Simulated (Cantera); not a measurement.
**Ignition delay**

Mixture: 6.65 % C3H8, 19.5 % O2, 73.8 % N2, equivalence ratio 1.7, at 1.01 bar, adiabatic and at constant volume. Ignition delay is the time to a rise of 400 K.

Cantera simulation using GRI-Mech 3.0 (53 species, 325 reactions); the numbers are that mechanism's predictions, not measurements. GRI-Mech 3.0 was tuned for natural gas; its chemistry of propane as a main component is partial and can be far from experiment.

| T0 (K) | delay (ms) |
|---|---|
| 1150 | 17.0 |
| 1200 | 5.86 |
| 1250 | 2.22 |
| 1300 | 0.928 |
| 1350 | 0.430 |
| 1400 | 0.219 |
| 1450 | 0.122 |

* **apparent activation energy between 1350 and 1450 K**: 210 kJ/mol
